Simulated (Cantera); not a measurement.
Cantera run:

```python
import numpy as np
import cantera as ct

gas_names = """
    O2 OH NO NH3 VO2 H2 H2O N
""".split()
cond_names = """
    V2O3(s) V2O3(L) V2O5(s) V2O5(L) V2O4(I) V2O4(II) V2O4(L) VN(s)
""".split()


# ... load() reads the species with a 1 bar reference pressure and builds the phases ...
species = {s.name: s for s in load("nasa_gas.yaml", gas_names) + load("nasa_condensed.yaml", cond_names)}
# Each term lists the table entries of one substance; the one whose range holds T is used.
reactions = {
    'V2O3 + O2(g) = V2O5':
        [(-1, ['V2O3(s)', 'V2O3(L)']), (-1, ['O2']), (1, ['V2O5(s)', 'V2O5(L)'])],
    '3 OH(g) + 4 V2O3 + NO(g) = NH3(g) + 8 VO2(g)':
        [(-3, ['OH']), (-4, ['V2O3(s)', 'V2O3(L)']), (-1, ['NO']), (1, ['NH3']), (8, ['VO2'])],
    '2 NO(g) + V2O4 + 6 H2(g) = 2 VN + 6 H2O(g)':
        [(-2, ['NO']), (-1, ['V2O4(I)', 'V2O4(II)', 'V2O4(L)']), (-6, ['H2']), (2, ['VN(s)']), (6, ['H2O'])],
    '2 VN + 5 NO(g) = V2O5 + 7 N(g)':
        [(-2, ['VN(s)']), (-5, ['NO']), (1, ['V2O5(s)', 'V2O5(L)']), (7, ['N'])],
}


def pick(names, T):
    return next(species[n] for n in names if species[n].thermo.min_temp <= T <= species[n].thermo.max_temp)


results = []
for label, terms in reactions.items():
    print(label)
    print("     T/K   dH/kJ  dS/(J/K)   dG/kJ   log10 K")
    for T in [300, 500, 700, 900, 1100, 1300, 1500, 1700]:
        used = [(nu, pick(names, T)) for nu, names in terms]
        dH = sum(nu * s.thermo.h(T) for nu, s in used) / 1e6
        dS = sum(nu * s.thermo.s(T) for nu, s in used) / 1e3
        dG = dH - T * dS / 1e3
        logK = -dG * 1e6 / (ct.gas_constant * T * np.log(10))
        results.append((label, T, dH, dS, dG, logK, [s.name for _, s in used]))
        print(f"{T:8g} {dH:8.1f} {dS:8.1f} {dG:8.1f} {logK:8.2f}")
```

Result:

```
V2O3 + O2(g) = V2O5
     T/K   dH/kJ  dS/(J/K)   dG/kJ   log10 K
     300   -331.8   -172.8   -280.0    48.75
     500   -331.3   -171.6   -245.5    25.64
     700   -329.5   -168.7   -211.4    15.78
     900   -327.4   -166.0   -178.0    10.33
    1100   -259.7    -94.4   -155.8     7.40
    1300   -257.4    -92.5   -137.2     5.51
    1500   -256.4    -91.8   -118.8     4.14
    1700   -256.9    -92.1   -100.4     3.08
3 OH(g) + 4 V2O3 + NO(g) = NH3(g) + 8 VO2(g)
     T/K   dH/kJ  dS/(J/K)   dG/kJ   log10 K
     300   2758.5   1159.3   2410.7  -419.74
     500   2725.4   1075.1   2187.9  -228.56
     700   2691.9   1018.6   1978.9  -147.66
     900   2658.6    976.8   1779.5  -103.28
    1100   2623.4    941.5   1587.7   -75.39
    1300   2584.6    909.2   1402.7   -56.36
    1500   2541.8    878.6   1223.9   -42.62
    1700   2494.5    849.0   1051.2   -32.30
2 NO(g) + V2O4 + 6 H2(g) = 2 VN + 6 H2O(g)
     T/K   dH/kJ  dS/(J/K)   dG/kJ   log10 K
     300   -640.7   -102.0   -610.1   106.23
     500   -665.1   -167.6   -581.3    60.73
     700   -679.5   -192.0   -545.1    40.68
     900   -692.3   -208.0   -505.0    29.31
    1100   -703.3   -219.1   -462.3    21.95
    1300   -712.4   -226.8   -417.6    16.78
    1500   -720.1   -232.3   -371.7    12.94
    1700   -726.5   -236.3   -324.8     9.98
2 VN + 5 NO(g) = V2O5 + 7 N(g)
     T/K   dH/kJ  dS/(J/K)   dG/kJ   log10 K
     300   1736.2     75.7   1713.5  -298.34
     500   1747.9    105.5   1695.2  -177.09
     700   1760.2    126.1   1671.9  -124.76
     900   1771.5    140.3   1645.2   -95.48
    1100   1847.4    220.2   1605.2   -76.22
    1300   1857.6    228.7   1560.2   -62.69
    1500   1866.2    234.9   1513.8   -52.72
    1700   1873.5    239.5   1466.4   -45.06
```

Standard-state values (1 bar) from the NASA 1993 polynomials, evaluated with Cantera. VN: taken at fixed stoichiometry. Condensed species are held in their standard states even where they would react or evaporate.
